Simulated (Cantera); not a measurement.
Standard-state values (1 bar) from the NASA 1993 polynomials, evaluated with Cantera. Values are per mole of reaction as written; species without (g) are pure solids or liquids, kept so even where they would boil at 1 bar.

Between 698 and 2298 K, where is each reaction favourable under standard conditions?
- 3 SiH4(g) + Si3N4 = 6 SiH2(g) + 2 N2(g)
- Si3N4 + 12 H(g) = 2 N2(g) + 3 SiH4(g)


- 3 SiH4(g) + Si3N4 = 6 SiH2(g) + 2 N2(g): ΔG° is 1479 kJ at 698 K and 14 kJ at 2298 K; it stays positive (K < 1). ΔH° is 2063 kJ and ΔS° 891 J/K at 2298 K.
- Si3N4 + 12 H(g) = 2 N2(g) + 3 SiH4(g): ΔG° is -1396 kJ at 698 K and -320 kJ at 2298 K; it stays negative (K > 1). ΔH° is -1942 kJ and ΔS° -706 J/K at 2298 K.
